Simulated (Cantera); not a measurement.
Cantera run:

```python
import numpy as np
import cantera as ct

gas_names = """
    HI ALI3 NH3
""".split()
cond_names = """
    ALN(s)
""".split()


def load(file, names, dense=False):
    # The tables refer to 1 bar. Condensed volumes are neglected.
    table = {s.name: s for s in ct.Species.list_from_file(file)}
    out = []
    for n in names:
        d = dict(table[n].input_data)
        d["thermo"] = dict(d["thermo"], **{"reference-pressure": 1e5})
        if dense:
            d["equation-of-state"] = {"model": "constant-volume", "density": "1e6 g/cm^3"}
        out.append(ct.Species.from_dict(d))
    return out


species = {s.name: s for s in load("nasa_gas.yaml", gas_names) + load("nasa_condensed.yaml", cond_names)}
# Each term lists the table entries of one substance; the one whose range holds T is used.
reactions = {
    '3 HI(g) + AlN = AlI3(g) + NH3(g)':
        [(-3, ['HI']), (-1, ['ALN(s)']), (1, ['ALI3']), (1, ['NH3'])],
}


def pick(names, T):
    return next(species[n] for n in names if species[n].thermo.min_temp <= T <= species[n].thermo.max_temp)


results = []
for label, terms in reactions.items():
    print(label)
    print("     T/K   dH/kJ  dS/(J/K)   dG/kJ   log10 K")
    for T in [825, 975, 1125, 1275, 1425, 1575, 1725, 1875]:
        used = [(nu, pick(names, T)) for nu, names in terms]
        dH = sum(nu * s.thermo.h(T) for nu, s in used) / 1e6
        dS = sum(nu * s.thermo.s(T) for nu, s in used) / 1e3
        dG = dH - T * dS / 1e3
        logK = -dG * 1e6 / (ct.gas_constant * T * np.log(10))
        results.append((label, T, dH, dS, dG, logK, [s.name for _, s in used]))
        print(f"{T:8g} {dH:8.1f} {dS:8.1f} {dG:8.1f} {logK:8.2f}")
```

It prints:

```
3 HI(g) + AlN = AlI3(g) + NH3(g)
     T/K   dH/kJ  dS/(J/K)   dG/kJ   log10 K
     825     -4.3    -80.8     62.4    -3.95
     975     -5.7    -82.4     74.7    -4.00
    1125     -7.0    -83.7     87.1    -4.04
    1275     -8.4    -84.8     99.8    -4.09
    1425     -9.6    -85.7    112.5    -4.13
    1575    -10.8    -86.5    125.5    -4.16
    1725    -11.9    -87.2    138.5    -4.19
    1875    -12.9    -87.8    151.6    -4.22
```

Source: NASA polynomial tables (part measured, part estimated), evaluated in Cantera. Condensed species are held in their standard states even where they would react or evaporate.
